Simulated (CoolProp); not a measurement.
Vapour-liquid equilibrium of ethanol (1) + toluene (2) at 456.9 K; x and y are mole fractions of (1).

Model: multi-fluid Helmholtz-energy mixture model, Schroeder 2014 and Lemmon 2006; pair parameters Bell 2016, in CoolProp.

### Question
Give the bubble pressure and the first vapour's composition at x = 0.35, 0.85, 0.95. Is there an azeotrope?

### Answer
x = 0.35: 1510 kPa, y = 0.664; x = 0.85: 2029 kPa, y = 0.896; x = 0.95: 2110 kPa, y = 0.963. No azeotrope shows between x = 0.05 and 0.95.

The pair parameters rest on a limited set of measurements; away from them the model extrapolates.
